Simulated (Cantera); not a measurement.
# Thermodynamics of carbothermic reduction, feed CuO + C + N2

A closed system holds: 1 mol CuO, a varied amount of C, 0.56 mol N2, held at 2250 °C and 7.40 bar.

Equilibrium computed with Cantera from the NASA thermochemical tables; the gas is ideal and each condensed phase is pure. Candidate condensed phases: C, Cu, CuO, Cu2O; 27 gas species. Each liquid is taken as pure. Mutual solubility and eutectic melting of coexisting phases are not modelled. Rates play no part.

```
n(C) (mol)  log p CO  log p N2  log p CO2  log p O2  log p Cu  n Cu(l)  n Cu2O(l)  n C(graphite)
----------  --------  --------  ---------  --------  --------  -------  ---------  -------------
0.33           -0.71      0.63       0.37     -0.60     -0.71    0.392      0.290              0
1.4             0.66      0.41      -4.11      <-11     -0.71    0.956          0          0.400
2.5             0.66      0.41      -4.11      <-11     -0.71    0.956          0           1.50
3.5             0.66      0.41      -4.11      <-11     -0.71    0.956          0           2.50
4.6             0.66      0.41      -4.11      <-11     -0.71    0.956          0           3.60
5.7             0.66      0.41      -4.11      <-11     -0.71    0.956          0           4.70
6.8             0.66      0.41      -4.11      <-11     -0.71    0.956          0           5.80
```
log p: log10 of the partial pressure in bar; n: condensed amount in mol.

At 0.33 mol C the condensed part is Cu(l) + Cu2O(l). From 1.4 mol C to 6.8 mol C the condensed part is C(graphite) + Cu(l). The main Cu-bearing gas is Cu throughout.
